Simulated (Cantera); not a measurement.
Ignition delay

Mixture: 43.1 % H2, 12.0 % O2, 44.9 % N2, at 11.8 atm, adiabatic and at constant volume. Ignition delay is the time to a rise of 400 K.

Cantera simulation using GRI-Mech 3.0 (53 species, 325 reactions); the numbers are that mechanism's predictions, not measurements. The hydrogen kinetics of GRI-Mech 3.0 are dated; newer H2 mechanisms differ, most at raised pressure. The pressure lies above the range GRI-Mech 3.0 was tuned for (to about 10 atm).

```json
[
 {"T0 (K)": "1275", "delay (ms)": "0.01000"},
 {"T0 (K)": "1350", "delay (ms)": "0.00321"},
 {"T0 (K)": "1425", "delay (ms)": "0.00185"},
 {"T0 (K)": "1500", "delay (ms)": "0.00127"},
 {"T0 (K)": "1575", "delay (ms)": "0.000953"}
]
```

The apparent activation energy between 1425 and 1575 K comes out as 82 kJ/mol.
